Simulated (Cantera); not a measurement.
Feed: 1 mol SF₆, 7.5 mol H₂, held at 0.100 bar.

Equilibrium computed with Cantera from the NASA thermochemical tables; the gas is ideal and each condensed phase is pure. Candidate condensed phases: S; 24 gas species. The numbers say what is thermodynamically allowed, not how fast it happens.

Q: At 2275 K, list the 4 most abundant gas species with their mole fractions, and the condensed phases.

A: HF 0.540, H₂ 0.384, S₂ 0.0308, H 0.0166. Condensed: gas only.
